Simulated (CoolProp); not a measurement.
CF4 (R14) along the isotherm 248.8 K: Z from the reference equation and from simpler models built on Tc = 227.4 K, pc = 37.62 bar, ω = 0.178; each cubic takes its own stable root.

Values from CoolProp's reference Helmholtz-energy equation of state, Platzer 1990. This equation is an older, rougher fit; its heat capacities, sound speeds and derivatives of the liquid may be far off and weren't checked against measurements.

```csv
p (bar),phase,reference
11.8,gas,0.9162
23.5,gas,0.8248
35.3,gas,0.7193
47,supercritical,0.5937
58.8,supercritical,0.4588
70.5,supercritical,0.4032
82.3,supercritical,0.4089
94.1,supercritical,0.4329
106,supercritical,0.4633
118,supercritical,0.4965
129,supercritical,0.5279
141,supercritical,0.5626
153,supercritical,0.5976
165,supercritical,0.6326
176,supercritical,0.6647
188,supercritical,0.6996
```

Problem. How far does each simpler model (van der Waals, Redlich-Kwong, Soave-Redlich-Kwong, Peng-Robinson) lie from the reference over these 16 states: mean and median of the absolute difference, and the worst?

Solution. 
- van der Waals: mean 15.9 %, median 21.3 %, worst +24.8 % at 248.8 K and 188 bar
- Redlich-Kwong: mean 3.3 %, median 3.1 %, worst +6.2 % at 248.8 K and 82.3 bar
- Soave-Redlich-Kwong: mean 5.6 %, median 5.5 %, worst +11.6 % at 248.8 K and 70.5 bar
- Peng-Robinson: mean 3.1 %, median 3.1 %, worst -6.5 % at 248.8 K and 188 bar
